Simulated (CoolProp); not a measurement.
Vapour-liquid equilibrium of dimethyl ether (1) + R236EA (2) at 0.36 MPa; x and y are mole fractions of (1).

Values from CoolProp's multi-fluid Helmholtz-energy mixture model, Wu 2011 and Rui 2013; pair parameters Bell 2016.

Problem. Give the bubble temperature and the first vapour's composition at x = 0.05, 0.35, 0.65. Is there an azeotrope?

Solution. x = 0.05: 41.9 °C, y = 0.057; x = 0.35: 37.7 °C, y = 0.466; x = 0.65: 25.3 °C, y = 0.858. No azeotrope shows between x = 0.05 and 0.95.

Pair parameters are fitted to limited data, so mixtures are less certain than the pure fluids.
